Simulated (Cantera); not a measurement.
A Cantera script and what it prints.

```python
import numpy as np
import cantera as ct

gas_names = """
    C CO COS CO2 CS CS2 C2 C2O C3 C3O2 C4 C5 Ca CaO CaS Ca2 O O2 O3 S SO SO2 SO3 S2 S2O S8
""".split()
cond_names = """
    C(gr) Ca(a) Ca(b) Ca(L) CaCO3(caL) CaO(s) CaO(L) CaS(s) CaSO4(s) S(cr1) S(cr2) S(L)
""".split()


# ... load() reads the species with a 1 bar reference pressure and builds the phases ...
atoms = {
    'CaCO3': {'Ca': 1, 'C': 1, 'O': 3},
    'SO2': {'S': 1, 'O': 2},
    'O2': {'O': 2},
}
top_T = {'C(gr)': 4500, 'CaS(s)': 2750, 'CaSO4(s)': 1730}  # K; cautious upper limits of use, not melting points


# ... equilibrate(T, P, feed) seeds the gas with the atoms and calls Mixture.equilibrate('TP', solver="vcs", rtol=1e-11, max_steps=5000) ...
results = []
feed = {'CaCO3': 1, 'SO2': 0.78, 'O2': 1.9}  # mol
T = 1948  # K
P = 160000  # Pa
mix = equilibrate(T, P, feed)
results.append((T, P, feed, dict(zip(mix.species_names, mix.species_moles))))
x = sorted(zip(gas.X, gas.species_names), reverse=True)
print(f"T = {T:g} K  P = {P:g} Pa  gas = {mix.phase_moles(0):.4g} mol")
print("   x: " + "  ".join(f"{s} {v:.3e}" for v, s in x if v > 0.0001))
print("   condensed (mol): " + ("  ".join(f"{mix.phase(i).name} {mix.phase_moles(i):.4g}"
      for i in range(1, mix.n_phases) if mix.phase_moles(i) > 1e-12) or "none"))
```

Result:

```
T = 1948 K  P = 160000 Pa  gas = 3.679 mol
   x: O2 5.159e-01  CO2 2.716e-01  SO2 2.108e-01  SO3 1.250e-03  CO 2.530e-04  O 2.522e-04
   condensed (mol): CaO(s) 1
```

Cantera equilibrium calculation (NASA polynomials, part measured and part estimated; ideal gas, pure solids and liquids).
